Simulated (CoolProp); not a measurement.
Computed with CoolProp (reference Helmholtz-energy equation of state, Lemmon 2005). It is a short technical equation, of lower accuracy than the large ones.

**Question.** For cis-2-butene, give the phase and the density (kg/m³), Joule-Thomson coefficient (K/MPa), fugacity coefficient at 181.25 °C and 38.5 bar; 181.25 °C and 57.8 bar; 181.25 °C and 67.4 bar.

**Answer.** 
- 181.25 °C and 38.5 bar: gas; density 88.8, Joule-Thomson coefficient 11.9, fugacity coefficient 0.734
- 181.25 °C and 57.8 bar: supercritical; density 277, Joule-Thomson coefficient 7.73, fugacity coefficient 0.598
- 181.25 °C and 67.4 bar: supercritical; density 340, Joule-Thomson coefficient 3.59, fugacity coefficient 0.537
